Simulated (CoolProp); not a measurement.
Model: reference Helmholtz-energy equation of state, Span 1996, in CoolProp.

Task: For carbon dioxide, give the phase and the cp (kJ/(kg K)), cv (kJ/(kg K)), viscosity (µPa s), Prandtl number at 491.1 K and 18300 kPa; 316.1 K and 10.6 kPa; 746.1 K and 35000 kPa.

Result: 
- 491.1 K and 18300 kPa: supercritical; cp 1.31, cv 0.875, viscosity 28.3, Prandtl number 0.892
- 316.1 K and 10.6 kPa: gas; cp 0.863, cv 0.674, viscosity 15.8, Prandtl number 0.757
- 746.1 K and 35000 kPa: supercritical; cp 1.28, cv 0.981, viscosity 38.2, Prandtl number 0.791

Viscosity comes from a separate model (Laesecke 2017). Thermal conductivity comes from a separate model (Huber 2016).
